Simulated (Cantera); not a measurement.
Mixture: 9.39 % CH3OH, 19.1 % O2, 71.5 % N2, equivalence ratio 0.74, at 3830 Torr, adiabatic and at constant volume. Ignition delay is the time to a rise of 400 K.

Model: GRI-Mech 3.0 (53 species, 325 reactions), integrated in Cantera. GRI-Mech 3.0 was tuned for natural gas; its chemistry of methanol as a main component is partial and can be far from experiment.

Q: Predict: delay at 1425 K; delay at 1500 K; delay at 1575 K; delay at 1650 K; delay at 1725 K; apparent activation energy between 1575 and 1725 K.

A: delay at 1425 K: 0.116 ms
delay at 1500 K: 53.3 µs
delay at 1575 K: 27.0 µs
delay at 1650 K: 14.9 µs
delay at 1725 K: 8.69 µs
apparent activation energy between 1575 and 1725 K: 170 kJ/mol
